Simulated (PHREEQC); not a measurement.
## Acid rinse or clean (model solution)

Dissolve 0.013 mol HF and 0.002 mol CaCl2 per kg of water at 25 °C. Closed to the air; pH follows from the charge balance.

Computed with PHREEQC (ion-association model, phreeqc.dat).

```json
{
  "pH": "2.58",
  "ionic_strength": "0.00889 mol/kgw",
  "specific_conductance": "1580 µS/cm",
  "total_alkalinity": "-13.0 meq/kg"
}
```

```
species  molality  activity   log γ
-------  --------  --------  ------
HF         0.0100    0.0100   0.001
Cl-       0.00400   0.00362  -0.043
H+        0.00289   0.00265  -0.038
F-        0.00279   0.00252  -0.043
Ca+2      0.00200   0.00137  -0.165
HF2-     0.000107   9.69e-5  -0.043
```

Precipitation was switched off in this run. Saturation is exceeded, for instance for Fluorite; the values hold only as long as no solid forms.
